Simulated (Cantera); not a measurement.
Mixture: CH4 : O2 : N2 = 1 : 1.05 : 3.79 (molar parts), equivalence ratio 1.9, at 7500 Torr, adiabatic and at constant pressure. Ignition delay is the time to a rise of 400 K.

Detailed kinetics in Cantera: GRI-Mech 3.0 (53 species, 325 reactions).

Question: Predict: delay at 1275 K; delay at 1375 K; delay at 1475 K; delay at 1575 K; delay at 1675 K; apparent activation energy between 1625 and 1725 K.

Answer: 
```
Item                                                     Value
--------------------------------------------------  ----------
delay at 1275 K                                        2.64 ms
delay at 1375 K                                       0.872 ms
delay at 1475 K                                       0.312 ms
delay at 1575 K                                       0.119 ms
delay at 1675 K                                        48.8 µs
apparent activation energy between 1625 and 1725 K  200 kJ/mol
```
